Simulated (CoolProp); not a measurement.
Vapour-liquid equilibrium of R152A (1) + isobutane (2) at 79.85 °C; x and y are mole fractions of (1).

The numbers come from the multi-fluid Helmholtz-energy mixture model, Outcalt 1996 and Bücker 2006; pair parameters Bell 2016 in CoolProp.

```csv
x,"bubble pressure, mixture model (MPa)","bubble pressure, Raoult's law (MPa)","y, mixture model","y, Raoult's law"
0.05,1.493,1.389,0.116,0.084
0.125,1.694,1.464,0.244,0.199
0.2,1.866,1.539,0.340,0.304
0.275,2.011,1.613,0.416,0.398
0.35,2.134,1.688,0.480,0.484
0.425,2.236,1.763,0.536,0.563
0.5,2.320,1.837,0.588,0.635
0.575,2.387,1.912,0.638,0.702
0.65,2.435,1.987,0.688,0.764
0.725,2.465,2.061,0.740,0.821
0.8,2.472,2.136,0.797,0.875
0.875,2.452,2.211,0.861,0.924
0.95,2.397,2.285,0.938,0.971
```

The largest gap from Raoult's law is +26.8 % in bubble pressure, at x = 0.425. y crosses x between x = 0.725 and 0.8: the model has an azeotrope there.

The pair parameters rest on a limited set of measurements; away from them the model extrapolates.
